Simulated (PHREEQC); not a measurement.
0.034 g of hydrous ferric oxide (600 m²/g; 0.2 weak and 0.005 strong sites per Fe, Dzombak-Morel constants, diffuse double layer) in 1 kg of water with 0.005 mol/kgw of an inert sodium salt and 8.6e-08 mol MnCl2, at 25 °C; the pH is set by adding NaOH or the inert anion's acid. The system is closed to oxygen. No CO2 enters from the air. No solid was allowed to form.

Model: ion-association model, wateq4f.dat, run in PHREEQC.

Question: Predict surface charge σ (C/m²) at pH = 4.5, 5.

Answer: 
```json
[
 {"pH": "4.5", "surface charge σ (C/m²)": "0.131"},
 {"pH": "5", "surface charge σ (C/m²)": "0.090"}
]
```

The oxide is taken as insoluble; below pH 4 it would dissolve.
